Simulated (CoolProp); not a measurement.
A simple Rankine cycle with n-pentane: condensing at 311.15 K, boiler at 1.13 MPa, turbine inlet 554.4 K, turbine efficiency 0.65, pump efficiency 0.6, no recuperator. Each further row changes one setting.

Values from CoolProp's reference Helmholtz-energy equation of state, Thol 2019.

```tsv
case	thermal efficiency (%)	net work (kJ/kg)	heat in (kJ/kg)	turbine exit temperature (K)	volume ratio over the turbine
as stated	9.7	86.7	890	515.6	10.3
turbine inlet 574.4 K	9.6	90.5	946	535.7	10.3
condensing temperature 303.15 K	(withheld)	96.9	(withheld)	511.5	13.5
boiler pressure 0.791 MPa	8.4	(withheld)	895	522.2	7.16
turbine efficiency 0.55	8.2	73.0	890	520.9	(withheld)
```

Q: What belongs in the gaps?

A: 
- condensing temperature 303.15 K, thermal efficiency (%): 10.7
- condensing temperature 303.15 K, heat in (kJ/kg): 909
- boiler pressure 0.791 MPa, net work (kJ/kg): 75.3
- turbine efficiency 0.55, volume ratio over the turbine: 10.4
